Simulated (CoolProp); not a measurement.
Vapour pressure (MPa) of CH2F2 (R32): the reference equation beside estimates from Tc = 351.3 K, pc = 5.783 MPa, ω = 0.277. Clausius-Clapeyron is anchored at 227.2 K with a constant enthalpy of vaporisation of 19.54 kJ/mol.

Computed with CoolProp (reference Helmholtz-energy equation of state, Tillner-Roth 1997).

| T (K) | reference | Lee-Kesler | Clausius-Clapeyron | Redlich-Kwong | Soave-Redlich-Kwong | Peng-Robinson |
|---|---|---|---|---|---|---|
| 219.1 | 0.08953 | 0.08660 | 0.09167 | 0.1760 | 0.08705 | 0.08835 |
| 223.2 | 0.1104 | 0.1075 | 0.1116 | 0.2111 | 0.1079 | 0.1091 |
| 227.2 | 0.1344 | 0.1316 | 0.1344 | 0.2500 | 0.1319 | 0.1330 |
| 231.2 | 0.1623 | 0.1598 | 0.1607 | 0.2941 | 0.1600 | 0.1609 |
| 235.2 | 0.1945 | 0.1925 | 0.1910 | 0.3436 | 0.1926 | 0.1931 |
| 239.2 | 0.2316 | 0.2302 | 0.2258 | 0.3990 | 0.2302 | 0.2303 |
| 243.2 | 0.2740 | 0.2734 | 0.2654 | 0.4607 | 0.2733 | 0.2728 |
| 247.2 | 0.3222 | 0.3226 | 0.3103 | 0.5290 | 0.3224 | 0.3212 |
| 251.2 | 0.3767 | 0.3783 | 0.3610 | 0.6042 | 0.3780 | 0.3759 |
| 255.2 | 0.4381 | 0.4410 | 0.4180 | 0.6869 | 0.4408 | 0.4377 |
| 259.2 | 0.5069 | 0.5113 | 0.4818 | 0.7773 | 0.5112 | 0.5069 |
| 263.2 | 0.5836 | 0.5897 | 0.5530 | 0.8758 | 0.5900 | 0.5843 |
| 267.2 | 0.6690 | 0.6768 | 0.6320 | 0.9828 | 0.6776 | 0.6704 |
| 271.3 | 0.7660 | 0.7756 | 0.7219 | 1.102 | 0.7773 | 0.7684 |
| 275.3 | 0.8706 | 0.8821 | 0.8187 | 1.227 | 0.8848 | 0.8741 |

Absolute difference from the reference over all 15 rows, mean and median: Lee-Kesler 1.2 and 1.0 %, Clausius-Clapeyron 3.5 and 3.7 %, Redlich-Kwong 65.9 and 64.2 %, Soave-Redlich-Kwong 1.2 and 1.1 %, Peng-Robinson 0.5 and 0.4 %.
